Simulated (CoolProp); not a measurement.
A single-stage vapour-compression cycle with nitrous oxide: evaporating at 194.15 K (dew point), condensing at 236.15 K (bubble point), superheat 10 K, subcooling 8 K, compressor efficiency 0.75, no pressure losses. Each further row changes one setting.

Model: reference Helmholtz-energy equation of state, Lemmon 2006, in CoolProp. It is a short technical equation, of lower accuracy than the large ones.

```
case                              cooling COP  pressure ratio  discharge temperature (K)  refrigerating effect (kJ/kg)  volumetric capacity (kJ/m³)
--------------------------------  -----------  --------------  -------------------------  ----------------------------  ---------------------------
as stated                                2.82            6.03                      339.5                           311                         1440
evaporating temperature 199.15 K         3.37            4.66                      324.5                           314                         1850
condensing temperature 231.15 K          3.28               ?                      324.6                           321                         1480
subcooling 13 K                          2.90            6.03                      339.5                           320                         1480
superheat 20 K                              ?            6.03                      353.9                           320                            ?
compressor efficiency 0.65               2.44            6.03                          ?                           311                         1440
```

Question: Fill in the missing entries.

Answer: 
- condensing temperature 231.15 K, pressure ratio: 5.06
- superheat 20 K, cooling COP: 2.75
- superheat 20 K, volumetric capacity (kJ/m³): 1400
- compressor efficiency 0.65, discharge temperature (K): 357.0
